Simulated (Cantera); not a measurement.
## Hydrocarbon pyrolysis for carbon deposition

An isothermal, constant-pressure homogeneous reactor starts with 14.9 % C3H8, 85.1 % H2, at 1975 K and 10000 Pa.

Model: GRI-Mech 3.0 (53 species, 325 reactions), integrated in Cantera. GRI-Mech 3.0 was tuned for natural gas; its chemistry of propane as a main component is partial and can be far from experiment. GRI-Mech 3.0 stops at C3 and has no aromatics, soot or wall deposition, so with more carbon than oxygen in the feed, carbon stays in small species such as C2H2 where larger ones or solid carbon would form.

```
t (s)       x C3H8   x H2  x C2H2    x CH2     x CH3    x C2H6
--------  --------  -----  ------  -------  --------  --------
0.000300   1.40e-7  0.766   0.110  1.87e-5   0.00809  0.000108
0.000866   5.66e-8  0.782   0.120  1.38e-5   0.00584   5.96e-5
0.00250    1.58e-8  0.804   0.133  1.09e-5   0.00389   2.55e-5
0.00721    1.73e-9  0.825   0.145  7.20e-6   0.00193   5.85e-6
0.0208    7.81e-11  0.836   0.151  3.54e-6  0.000716   7.36e-7
0.0600    2.71e-12  0.840   0.153  1.32e-6  0.000230   7.35e-8
0.173       <1e-12  0.841   0.154  5.00e-7   8.35e-5   1.07e-8
0.500       <1e-12  0.841   0.154  3.14e-7   5.19e-5   4.94e-9
1.44        <1e-12  0.841   0.154  3.05e-7   5.04e-5   4.73e-9
4.16        <1e-12  0.841   0.154  3.05e-7   5.04e-5   4.73e-9
12.0        <1e-12  0.841   0.154  3.05e-7   5.04e-5   4.73e-9
34.7        <1e-12  0.841   0.154  3.05e-7   5.04e-5   4.73e-9
100         <1e-12  0.841   0.154  3.05e-7   5.04e-5   4.73e-9
```
x: mole fraction; the columns are a selection and need not sum to one.

Equilibrium at this temperature and pressure: C3H8 <1e-12, H2 0.841, C2H2 0.154, CH2 3.05e-7, CH3 5.04e-5, C2H6 4.73e-9 (gas phase only).
